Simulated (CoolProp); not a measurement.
Aqueous ethanol as a coolant, 21 % by mass, freezing at -11.9 °C, 1 atm.

Model: Melinder's fits for secondary coolants, in CoolProp.

```csv
T (°C),Prandtl number,density (kg/m³),viscosity (mPa s),cp (kJ/(kg K))
-6.3,78.1,976.3,[?],4.362
-1.4,[?],[?],[?],4.357
3.6,43.9,[?],4.50,4.350
8.6,34.1,972.2,3.54,4.341
13.6,27.2,970.3,2.85,4.333
18.6,22.1,968.2,[?],4.325
23.6,18.2,[?],[?],4.319
28.6,15.3,963.4,1.66,4.314
33.6,13.0,960.8,1.43,4.314
38.5,11.2,958.0,1.24,4.317
```

Q: Fill in the missing entries.

A: 
- -6.3, viscosity (mPa s): 7.82
- -1.4, Prandtl number: 57.9
- -1.4, density (kg/m³): 975.2
- -1.4, viscosity (mPa s): 5.87
- 3.6, density (kg/m³): 973.8
- 18.6, viscosity (mPa s): 2.34
- 23.6, density (kg/m³): 965.9
- 23.6, viscosity (mPa s): 1.96
